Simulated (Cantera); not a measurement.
Cantera run:

```python
import numpy as np
import cantera as ct

gas_names = """
    O F2
""".split()
cond_names = """
    CaF2(a) CaF2(b) CaF2(L) CaO(s) CaO(L)
""".split()


def load(file, names, dense=False):
    # The tables refer to 1 bar. Condensed volumes are neglected.
    table = {s.name: s for s in ct.Species.list_from_file(file)}
    out = []
    for n in names:
        d = dict(table[n].input_data)
        d["thermo"] = dict(d["thermo"], **{"reference-pressure": 1e5})
        if dense:
            d["equation-of-state"] = {"model": "constant-volume", "density": "1e6 g/cm^3"}
        out.append(ct.Species.from_dict(d))
    return out


species = {s.name: s for s in load("nasa_gas.yaml", gas_names) + load("nasa_condensed.yaml", cond_names)}
# Each term lists the table entries of one substance; the one whose range holds T is used.
reactions = {
    'CaF2 + O(g) = F2(g) + CaO':
        [(-1, ['CaF2(a)', 'CaF2(b)', 'CaF2(L)']), (-1, ['O']), (1, ['F2']), (1, ['CaO(s)', 'CaO(L)'])],
}


def pick(names, T):
    return next(species[n] for n in names if species[n].thermo.min_temp <= T <= species[n].thermo.max_temp)


results = []
for label, terms in reactions.items():
    print(label)
    print("     T/K   dH/kJ  dS/(J/K)   dG/kJ   log10 K")
    for T in [300, 1473, 1573, 1673, 1773, 1873, 1973, 2073]:
        used = [(nu, pick(names, T)) for nu, names in terms]
        dH = sum(nu * s.thermo.h(T) for nu, s in used) / 1e6
        dS = sum(nu * s.thermo.s(T) for nu, s in used) / 1e3
        dG = dH - T * dS / 1e3
        logK = -dG * 1e6 / (ct.gas_constant * T * np.log(10))
        results.append((label, T, dH, dS, dG, logK, [s.name for _, s in used]))
        print(f"{T:8g} {dH:8.1f} {dS:8.1f} {dG:8.1f} {logK:8.2f}")
```

It prints:

```
CaF2 + O(g) = F2(g) + CaO
     T/K   dH/kJ  dS/(J/K)   dG/kJ   log10 K
     300    341.6     11.3    338.2   -58.89
    1473    312.4    -21.7    344.4   -12.21
    1573    307.4    -25.0    346.7   -11.51
    1673    302.4    -28.1    349.4   -10.91
    1773    269.7    -47.4    353.7   -10.42
    1873    267.3    -48.7    358.5   -10.00
    1973    264.9    -49.9    363.4    -9.62
    2073    262.6    -51.1    368.5    -9.28
```

Standard-state values (1 bar) from the NASA 1993 polynomials, evaluated with Cantera. Condensed species are held in their standard states even where they would react or evaporate.
